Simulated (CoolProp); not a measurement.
Model: reference Helmholtz-energy equation of state, Lemmon 2009, in CoolProp.

Task: For propane, give the phase and the cv (kJ/(kg K)), isothermal compressibility (1/MPa), expansivity (1/kK), viscosity (µPa s) at 104.35 °C and 2.36 MPa; 104.35 °C and 4.72 MPa; 104.35 °C and 9.45 MPa.

Result: 
- 104.35 °C and 2.36 MPa: gas; cv 1.93, isothermal compressibility 0.554, expansivity 5.50, viscosity 11.0
- 104.35 °C and 4.72 MPa: supercritical; cv 2.30, isothermal compressibility 1.55, expansivity 95.4, viscosity 18.9
- 104.35 °C and 9.45 MPa: supercritical; cv 2.01, isothermal compressibility 0.0244, expansivity 5.90, viscosity 52.5

Viscosity comes from a separate model (Vogel 1998).
